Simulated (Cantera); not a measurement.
A freely propagating, adiabatic, planar premixed flame of C3H8 : O2 : N2 = 1 : 3.57 : 16.4 (molar parts), equivalence ratio 1.4, unburnt at 475 K and 750 Torr; mixture-averaged transport, grid criteria slope 0.08 and curve 0.16, no radiation.

Cantera simulation using GRI-Mech 3.0 (53 species, 325 reactions); the numbers are that mechanism's predictions, not measurements. GRI-Mech 3.0 was tuned for natural gas; its chemistry of propane as a main component is partial and can be far from experiment. Burning velocities carry a grid error of a few per cent, more on coarse grids.

x: mole fraction of selected species; z is measured from the peak of heat release.

```json
[
 {"z (mm)": "-1.43", "T (K)": "475", "u (m/s)": "0.471", "x C3H8": "0.0476", "x O2": "0.170", "x CH4": "3.33e-6", "x CO2": "9.09e-7", "x HCN": "<1e-8", "x C2H2": "2.41e-7"},
 {"z (mm)": "-0.954", "T (K)": "480", "u (m/s)": "0.477", "x C3H8": "0.0473", "x O2": "0.168", "x CH4": "2.97e-5", "x CO2": "1.29e-5", "x HCN": "1.52e-8", "x C2H2": "3.17e-6"},
 {"z (mm)": "-0.716", "T (K)": "495", "u (m/s)": "0.496", "x C3H8": "0.0470", "x O2": "0.166", "x CH4": "…", "x CO2": "…", "x HCN": "…", "x C2H2": "…"},
 {"z (mm)": "-0.477", "T (K)": "585", "u (m/s)": "0.594", "x C3H8": "0.0456", "x O2": "0.157", "x CH4": "0.000600", "x CO2": "0.000669", "x HCN": "7.33e-7", "x C2H2": "0.000139"},
 {"z (mm)": "-0.239", "T (K)": "973", "u (m/s)": "1.02", "x C3H8": "0.0319", "x O2": "0.116", "x CH4": "0.00271", "x CO2": "0.00537", "x HCN": "5.43e-6", "x C2H2": "0.00101"},
 {"z (mm)": "-0.119", "T (K)": "…", "u (m/s)": "1.44", "x C3H8": "…", "x O2": "…", "x CH4": "…", "x CO2": "…", "x HCN": "…", "x C2H2": "…"},
 {"z (mm)": "0", "T (K)": "1659", "u (m/s)": "1.84", "x C3H8": "0.000368", "x O2": "0.0353", "x CH4": "0.00329", "x CO2": "0.0216", "x HCN": "2.17e-5", "x C2H2": "0.00373"},
 {"z (mm)": "0.119", "T (K)": "1833", "u (m/s)": "2.04", "x C3H8": "3.71e-7", "x O2": "0.0124", "x CH4": "0.000891", "x CO2": "0.0312", "x HCN": "3.20e-5", "x C2H2": "0.00222"},
 {"z (mm)": "0.239", "T (K)": "1893", "u (m/s)": "2.11", "x C3H8": "<1e-8", "x O2": "0.00398", "x CH4": "0.000179", "x CO2": "0.0382", "x HCN": "3.37e-5", "x C2H2": "0.000727"},
 {"z (mm)": "0.477", "T (K)": "1922", "u (m/s)": "2.13", "x C3H8": "<1e-8", "x O2": "0.000561", "x CH4": "1.06e-5", "x CO2": "0.0455", "x HCN": "2.56e-5", "x C2H2": "8.32e-5"},
 {"z (mm)": "0.954", "T (K)": "1937", "u (m/s)": "2.15", "x C3H8": "<1e-8", "x O2": "0.000150", "x CH4": "2.37e-7", "x CO2": "0.0491", "x HCN": "1.31e-5", "x C2H2": "2.74e-6"},
 {"z (mm)": "1.91", "T (K)": "1951", "u (m/s)": "2.16", "x C3H8": "<1e-8", "x O2": "8.53e-5", "x CH4": "<1e-8", "x CO2": "0.0495", "x HCN": "4.84e-6", "x C2H2": "3.06e-8"},
 {"z (mm)": "3.82", "T (K)": "1965", "u (m/s)": "2.17", "x C3H8": "<1e-8", "x O2": "3.93e-5", "x CH4": "<1e-8", "x CO2": "0.0492", "x HCN": "1.46e-6", "x C2H2": "<1e-8"}
]
```

### Question
What belongs in the gaps?

### Answer

- -0.716, x CH4: 0.000117
- -0.716, x CO2: 7.42e-5
- -0.716, x HCN: 8.51e-8
- -0.716, x C2H2: 1.70e-5
- -0.119, T (K): 1323
- -0.119, x C3H8: 0.0117
- -0.119, x O2: 0.0766
- -0.119, x CH4: 0.00436
- -0.119, x CO2: 0.0119
- -0.119, x HCN: 1.16e-5
- -0.119, x C2H2: 0.00221
